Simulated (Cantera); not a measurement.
Charge: 1 mol SiH₂Cl₂, 0.023 mol HCl, 38 mol H₂, held at 29000 Pa.

Cantera equilibrium calculation (NASA polynomials, part measured and part estimated; ideal gas, pure solids and liquids). Candidate condensed phases: Si; 19 gas species. Equilibrium is a limit: real reactors are often held back by kinetics, nucleation or transport.

Over these rows the condensed part is Si(s). Partial pressures as log10 of bar:

| T (K) | 1000/T (1/K) | log p SiCl₂ | log p H₂ | log p HCl |
|---|---|---|---|---|
| 1000 | 1.0000 | -4.47 | -0.55 | -2.62 |
| 1075 | 0.9302 | -3.94 | -0.55 | -2.39 |
| 1150 | 0.8696 | -3.52 | -0.55 | -2.21 |
| 1225 | 0.8163 | ? | -0.55 | -2.08 |
| 1300 | 0.7692 | -3.01 | -0.56 | -2.00 |
| 1375 | 0.7273 | -2.91 | -0.56 | -1.96 |

Fit log p(SiCl₂) = a + b·(1000/T) to the five rows, give the apparent enthalpy, and predict the row at 1225 K.

Means: 1000/T = 0.8593, log p = -3.570. Sxy = -0.289924, Sxx = 0.0504714, so b = -5.74 and a = -3.570 − (-5.74)×0.8593 = 1.36.
Apparent enthalpy: −19.145 × (-5.74) = 110 kJ/mol. With the condensed phases at unit activity, Si(s) + 2 HCl(g) = SiCl₂(g) + H₂(g) links this pressure to the main gases: over the six rows their terms move log p by +1.33 in all, so the slope isn't that reaction's ΔH° alone. The five rows lie within 0.11 of the line; that is curvature, so one enthalpy describes this range poorly.
Prediction at 1225 K: 1.36 + (-5.74)×0.8163 = -3.33. The computed value is -3.21, 0.12 from the line.
